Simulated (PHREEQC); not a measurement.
Metal-bearing waste water

A solution holds 0.0015 mol NiSO4 and 0.0005 mol NaH2PO4 per kg of water, at 25 °C. Closed to the air; pH follows from the charge balance.

Equilibrium calculation in PHREEQC: ion-association model, wateq4f.dat.

Each row changes one thing in this solution. This is a speciation only: nothing precipitates in the calculation.

```json
[
 {"case": "as made", "pH": "5.25", "ionic strength (mol/kgw)": "0.00579", "Ni+2 (mol/kgw)": "0.00132", "SO4-2 (mol/kgw)": "0.00132", "NiSO4 (mol/kgw)": "0.000179", "HPO4-2 (mol/kgw)": "6.93e-6", "SI of Morenosite (NiSO4:7H2O)": "-3.68"},
 {"case": "diluted 5-fold with water", "pH": "5.60", "ionic strength (mol/kgw)": "0.00126", "Ni+2 (mol/kgw)": "0.000288", "SO4-2 (mol/kgw)": "0.000288", "NiSO4 (mol/kgw)": "1.18e-5", "HPO4-2 (mol/kgw)": "2.70e-6", "SI of Morenosite (NiSO4:7H2O)": "-4.86"},
 {"case": "diluted 2-fold with water", "pH": "5.40", "ionic strength (mol/kgw)": "0.00303", "Ni+2 (mol/kgw)": "0.000692", "SO4-2 (mol/kgw)": "0.000691", "NiSO4 (mol/kgw)": "5.78e-5", "HPO4-2 (mol/kgw)": "4.56e-6", "SI of Morenosite (NiSO4:7H2O)": "-4.17"},
 {"case": "temperature from 25 to 80 °C", "pH": "5.23", "ionic strength (mol/kgw)": "0.00559", "Ni+2 (mol/kgw)": "0.00127", "SO4-2 (mol/kgw)": "0.00127", "NiSO4 (mol/kgw)": "0.000230", "HPO4-2 (mol/kgw)": "8.71e-6", "SI of Morenosite (NiSO4:7H2O)": "-4.08"}
]
```

H3PO4, which wateq4f.dat lacks, is added to it with the constant of phreeqc.dat. Away from 25 °C the constants follow the database's enthalpies or fits; those with neither stay at their 25 °C values. The database has no phosphate complexes of Ni.
